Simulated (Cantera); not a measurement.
Feed: 1 mol MgO, 0.55 mol SO₃, 2.3 mol H₂O, equilibrated at 702 °C and 6.40 bar.

Method: chemical equilibrium by Gibbs-energy minimisation in Cantera with the NASA 1993 tables (ideal gas, pure condensed phases). Candidate condensed phases: H₂O, H₂SO₄, Mg, MgO, Mg(OH)₂, MgS, MgSO₄, S; 26 gas species. The numbers say what is thermodynamically allowed, not how fast it happens.

**Question.** What is the equilibrium state?

**Answer.** 
| Property | Value |
|---|---|
| x(H₂O) | 1.000 |
| x(SO₂) | 1.82e-5 |
| x(O₂) | 9.08e-6 |
| n(MgO(s)) | 0.450 mol |
| n(MgSO₄(s)) | 0.550 mol |
| gas amount | 2.300 mol |
| log10 activity of H₂SO₄(l) (absent) | -8.50 |
| log10 activity of S(l) (absent) | -15.55 |
| log10 activity of Mg(l) (absent) | -24.45 |
